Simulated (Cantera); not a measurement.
Cantera run:

```python
import numpy as np
import cantera as ct

gas_names = """
    CL CL2 H HCL H2 Si SiCL SiCL2 SiCL3 SiCL4 SiH SiHCL3 SiH2 SiH2CL2 SiH3 SiH3CL SiH4 Si2 Si3
""".split()
cond_names = """
    Si(cr) Si(L)
""".split()


# ... load() reads the species with a 1 bar reference pressure and builds the phases ...
atoms = {
    'SiH2Cl2': {'Si': 1, 'H': 2, 'CL': 2},
    'HCl': {'H': 1, 'CL': 1},
    'H2': {'H': 2},
}
top_T = {}  # K; cautious upper limits of use, not melting points


# ... equilibrate(T, P, feed) seeds the gas with the atoms and calls Mixture.equilibrate('TP', solver="gibbs", rtol=1e-10, max_steps=50000) ...
results = []
feed = {'SiH2Cl2': 1, 'HCl': 0.095, 'H2': 23}  # mol
P = 1300  # Pa
for T in [800, 825, 850, 875, 900, 925, 950, 975, 1000, 1025, 1050, 1075, 1100]:
    mix = equilibrate(T, P, feed)
    results.append((T, P, feed, dict(zip(mix.species_names, mix.species_moles))))

top = {s: max(r[3][s] / sum(r[3][g] for g in gas_names) for r in results) for s in gas_names}
cols = sorted((s for s in top if top[s] > 0.0001), key=lambda s: -top[s])[:9]
seen = [c for c in cond_names if any(r[3].get(c, 0) > 1e-12 for r in results)]
print("log10 of partial pressures in bar; condensed amounts in mol")
print(f"{'T/K':>10s}" + "".join(f"{s[:9]:>10s}" for s in cols + seen))
for T, P, feed, n in results:
    ng = sum(n[g] for g in gas_names)
    print(f"{T:10.4g}" + "".join(f"{np.log10(max(n[s] / ng * P / 1e5, 1e-99)):10.3f}" for s in cols)
          + "".join(f"{n.get(c, 0):10.4g}" for c in seen))
```

It prints:

```
log10 of partial pressures in bar; condensed amounts in mol
       T/K        H2       HCL     SiCL4    SiHCL3     SiCL2     SiCL3   SiH2CL2    Si(cr)
       800    -1.897    -4.459    -3.669    -4.151    -7.010    -6.362    -5.726    0.4572
       825    -1.897    -4.319    -3.674    -4.160    -6.697    -6.158    -5.719    0.4639
       850    -1.898    -4.189    -3.681    -4.170    -6.405    -5.968    -5.715    0.4722
       875    -1.898    -4.067    -3.691    -4.182    -6.130    -5.792    -5.712    0.4824
       900    -1.899    -3.953    -3.704    -4.196    -5.874    -5.628    -5.712    0.4946
       925    -1.900    -3.846    -3.720    -4.213    -5.633    -5.476    -5.714    0.5091
       950    -1.901    -3.747    -3.741    -4.233    -5.409    -5.337    -5.719    0.5257
       975    -1.902    -3.655    -3.768    -4.258    -5.200    -5.210    -5.728    0.5444
      1000    -1.903    -3.569    -3.802    -4.288    -5.005    -5.096    -5.740    0.5648
      1025    -1.904    -3.491    -3.844    -4.324    -4.826    -4.995    -5.758    0.5865
      1050    -1.906    -3.420    -3.897    -4.368    -4.661    -4.908    -5.781    0.6088
      1075    -1.908    -3.356    -3.963    -4.421    -4.513    -4.838    -5.811    0.6308
      1100    -1.910    -3.299    -4.045    -4.486    -4.380    -4.784    -5.849    0.6515
```

Equilibrium computed with Cantera from the NASA thermochemical tables; the gas is ideal and each condensed phase is pure. The tables' values for SiCl3 are old estimates; treat these amounts as uncertain.
